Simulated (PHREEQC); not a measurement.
PHREEQC input (Pitzer model, pitzer.dat):

```
SOLUTION 1
  temp 25
  units mol/kgw
  pH 7 charge
  S(6) 0.4445
  K 0.009
  Na 0.88
END
USE solution 1
INCREMENTAL_REACTIONS false
REACTION 1
  H2O -1
  0 9.886 18.011 24.689 30.178 34.689 38.397 41.444
  43.949 46.007 47.699 49.089 50.232 moles
EQUILIBRIUM_PHASES 1
  Arcanite 0 0
  Glaserite 0 0
  Mirabilite 0 0
  Misenite 0 0
  Thenardite 0 0
SELECTED_OUTPUT 1
  -reset false
  -pH true
  -pe true
  -ionic_strength true
  -water true
  -activities H2O
  -totals K Na S
  -molalities H+ Na+ K+ SO4-2 OH- HSO4-
  -equilibrium_phases Arcanite Glaserite Mirabilite Misenite Thenardite
PRINT
  -reset false
END
```

Selected output (columns that matter, 13 of 13 rows; water left (kg) added in front):

```
water left (kg)	pH	mu	K	Na	S	m_H+	m_Na+	m_K+	m_SO4-2	m_OH-	la_H2O	Mirabilite
1	7.335	1.3335	0.009	0.88	0.4445	1.0219e-07	0.88	0.009	0.4445	3.7614e-07	-0.0072458	0
0.821894	7.3446	1.6225	0.01095	1.0707	0.54082	1.031e-07	1.0707	0.01095	0.54082	3.9089e-07	-0.0086425	0
0.675514	7.3535	1.9741	0.013323	1.3027	0.65802	1.0346e-07	1.3027	0.013323	0.65802	4.0445e-07	-0.010307	0
0.555203	7.3617	2.4018	0.01621	1.585	0.80061	1.0291e-07	1.585	0.01621	0.80061	4.1633e-07	-0.0123	0
0.456313	7.3695	2.9223	0.019723	1.9285	0.97411	1.0098e-07	1.9285	0.019723	0.97411	4.2597e-07	-0.014704	0
0.375043	7.3768	3.5556	0.023997	2.3464	1.1852	9.7138e-08	2.3464	0.023997	1.1852	4.3279e-07	-0.017634	0
0.30824	7.3839	4.3262	0.029198	2.8549	1.4421	9.0779e-08	2.8549	0.029198	1.4421	4.3621e-07	-0.021256	0
0.253345	7.391	5.2636	0.035525	3.4735	1.7545	8.1394e-08	3.4735	0.035525	1.7545	4.3578e-07	-0.025813	0
0.199842	7.3961	5.9751	0.045036	3.9384	1.9917	7.3457e-08	3.9384	0.045036	1.9917	4.3348e-07	-0.029415	0.046477
0.142645	7.3975	6.0222	0.063094	3.9517	2.0074	7.24e-08	3.9517	0.063094	2.0074	4.3367e-07	-0.029634	0.15815
0.0956197	7.3999	6.1032	0.094123	3.9746	2.0344	7.059e-08	3.9746	0.094123	2.0344	4.3402e-07	-0.03001	0.24997
0.0569867	7.405	6.2693	0.15793	4.0216	2.0898	6.6898e-08	4.0216	0.15793	2.0898	4.3484e-07	-0.030787	0.32541
0.0252153	7.421	6.7862	0.35693	4.1672	2.2621	5.5777e-08	4.1672	0.35693	2.2621	4.3841e-07	-0.033237	0.38746
```

Species that the database lacks are ignored.
